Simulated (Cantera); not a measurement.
## Ammonia decomposition in nitride growth gas

A perfectly stirred reactor is fed with 74.1 % NH3, 25.9 % H2, at 0.148 atm; it is held at 2248 K, and followed from long to short residence time.

Cantera simulation using the gas-phase N/H chemistry of the illustrative SiF4/NH3 mechanism in the Surface Chemkin manual (1991); the numbers are that mechanism's predictions, not measurements. Walls and surfaces, which speed up NH3 decomposition in real reactors, are not modelled.

```csv
τ (s),x NH3,x H2,x N2H4,x N2H2,x NH2,x H
8.6,0.000354,0.774,5.34e-12,5.04e-9,2.15e-5,0.0150
2.3,0.00141,0.777,3.88e-11,2.80e-8,5.78e-5,0.0102
0.61,0.0138,0.774,5.59e-10,1.95e-7,0.000219,0.00392
0.16,0.0638,0.739,3.88e-9,8.72e-7,0.000576,0.00214
0.044,0.195,0.646,1.72e-8,2.99e-6,0.00121,0.00129
0.012,0.421,0.485,4.89e-8,7.65e-6,0.00205,0.000758
0.0031,0.620,0.343,8.32e-8,1.27e-5,0.00267,0.000477
0.00084,0.705,0.283,9.23e-8,1.38e-5,0.00281,0.000366
0.00022,0.732,0.264,6.76e-8,9.27e-6,0.00241,0.000281
```
x: mole fraction; the columns are a selection and need not sum to one.
